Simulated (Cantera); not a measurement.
Charge: 1 mol Cu2O, 46 mol H2, at 600 K and 3100 Pa.

Cantera equilibrium calculation (NASA polynomials, part measured and part estimated; ideal gas, pure solids and liquids). Candidate condensed phases: Cu, CuO, Cu(OH)2, Cu2O, H2O; 12 gas species. Equilibrium is a limit: real reactors are often held back by kinetics, nucleation or transport.

Base state: H2 0.978, H2O 0.0217 (mole fractions); condensed: Cu(s).

What changes in the equilibrium state with this change: temperature from 600 K to 1750 K?


| species | before | after |
|---|---|---|
| H2 | 0.978 | 0.968 |
| H2O | 0.0217 | 0.0215 |
| Cu | <1e-9 | 0.00963 |
| H | <1e-9 | 0.00130 |
| Cu2 | <1e-9 | 1.48e-5 |
| Cu(s), mol | 2.00 | 0 |
| Cu(l), mol | 0 | 1.55 |
